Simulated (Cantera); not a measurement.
Input (Python, Cantera) and output of one run.

```python
import numpy as np
import cantera as ct

gas_names = [...]  # 151 gases of nasa_gas.yaml made of C, H, N, O, Si
cond_names = """
    C(gr) C6H6(L) C7H8(L) C8H18(L),n-octa H2O(s) H2O(L) Si(cr) Si(L) SiC(b) SiO2(Lqz) SiO2(hqz) SiO2(L)
    Si2N2O(s) Si3N4(a)
""".split()


# ... load() reads the species with a 1 bar reference pressure and builds the phases ...
atoms = {
    'TEOS': {'Si': 1, 'C': 8, 'H': 20, 'O': 4},
    'CO2': {'C': 1, 'O': 2},
    'N2': {'N': 2},
    'N2O': {'N': 2, 'O': 1},
}
top_T = {'C(gr)': 4500, 'SiC(b)': 3050, 'Si2N2O(s)': 2100, 'Si3N4(a)': 2400}  # K; cautious upper limits of use, not melting points


# ... equilibrate(T, P, feed) seeds the gas with the atoms and calls Mixture.equilibrate('TP', solver="vcs", rtol=1e-11, max_steps=5000) ...
results = []
feed = {'TEOS': 1, 'CO2': 0.62, 'N2': 2.4, 'N2O': 0.13}  # mol
P = 1000  # Pa
for T in [1200, 1300, 1400, 1500, 1600, 1700, 1800, 1900, 2000]:
    mix = equilibrate(T, P, feed)
    results.append((T, P, feed, dict(zip(mix.species_names, mix.species_moles))))

top = {s: max(r[3][s] / sum(r[3][g] for g in gas_names) for r in results) for s in gas_names}
cols = sorted((s for s in top if top[s] > 1e-05), key=lambda s: -top[s])[:7]
seen = [c for c in cond_names if any(r[3].get(c, 0) > 1e-12 for r in results)]
print("log10 of partial pressures in bar; condensed amounts in mol")
print(f"{'T/K':>10s}" + "".join(f"{s[:9]:>10s}" for s in cols + seen))
for T, P, feed, n in results:
    ng = sum(n[g] for g in gas_names)
    print(f"{T:10.4g}" + "".join(f"{np.log10(max(n[s] / ng * P / 1e5, 1e-99)):10.3f}" for s in cols)
          + "".join(f"{n.get(c, 0):10.4g}" for c in seen))
```

Output:

```
log10 of partial pressures in bar; condensed amounts in mol
       T/K        H2        CO        N2         H       HCN       SiO C2H2,acet     C(gr)    SiC(b) SiO2(hqz) Si2N2O(s)
      1200    -2.201    -2.674    -2.798    -7.806    -6.628    -9.247    -9.190     5.249         0         1         0
      1300    -2.228    -2.540    -2.920    -7.070    -6.258    -7.515    -8.467     3.749         0         0       0.5
      1400    -2.228    -2.540    -2.921    -6.427    -5.879    -6.320    -7.827     3.748         0         0    0.4996
      1500    -2.228    -2.541    -2.920    -5.869    -5.550    -5.289    -7.273     3.749         0         0    0.4957
      1600    -2.253    -2.524    -2.851    -5.391    -5.241    -5.062    -6.814      2.27    0.9845         0         0
      1700    -2.254    -2.525    -2.852    -4.959    -4.989    -4.913    -6.388     2.273    0.9781         0         0
      1800    -2.255    -2.526    -2.853    -4.574    -4.766    -4.781    -6.011     2.274    0.9702         0         0
      1900    -2.258    -2.527    -2.855    -4.229    -4.568    -4.664    -5.676      2.27    0.9601         0         0
      2000    -2.262    -2.530    -2.859    -3.920    -4.392    -4.561    -5.377     2.261    0.9454         0         0
```

Equilibrium computed with Cantera from the NASA thermochemical tables; the gas is ideal and each condensed phase is pure. The feed counts by its element totals alone. The tables hold silica as quartz up to 1696 K and as liquid above; real silica turns to tridymite and cristobalite and melts near 1996 K.
